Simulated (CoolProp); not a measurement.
Vapour pressure (kPa) of dodecamethylpentasiloxane (MD3M): the reference equation beside estimates from Tc = 628.0 K, pc = 954.0 kPa, ω = 0.730.

Computed with CoolProp (reference Helmholtz-energy equation of state, Thol 2019).

| T (K) | reference | Redlich-Kwong | Soave-Redlich-Kwong |
|---|---|---|---|
| 485.2 | 65.96 | 182.2 | 66.43 |
| 502.2 | 99.42 | 233.9 | 100.4 |
| 519.2 | 144.9 | 295.1 | 146.9 |
| 536.1 | 204.8 | 365.9 | 208.2 |
| 553.1 | 282.8 | 447.8 | 288.2 |
| 570 | 381.6 | 540.7 | 389.4 |
| 587 | 506.7 | 646.1 | 516.7 |
| 604 | 663.1 | 764.3 | 673.6 |

Absolute difference from the reference over all 8 rows, mean and median: Redlich-Kwong 79.6 and 68.5 %, Soave-Redlich-Kwong 1.5 and 1.6 %.
